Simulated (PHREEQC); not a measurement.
Solution (25 °C): 0.054 mol CuCl2, 0.0011 mol HCl and 9.9e-05 mol FeCl3 per kg of water. Closed to the air; pH follows from the charge balance.

All values are PHREEQC results (ion-association model, wateq4f.dat), not measurements.

This is a speciation only: nothing precipitates in the calculation.

Predict the pH, ionic strength.

pH 3.02; ionic strength 0.153 mol/kgw.

In which forms is Cu present?

Cu+2 91 %, CuCl+ 8.9 % of the Cu.

The solution is supersaturated, for example in Hematite (slow to form), Goethite (slow to form), so a real one may precipitate; this is no full list.
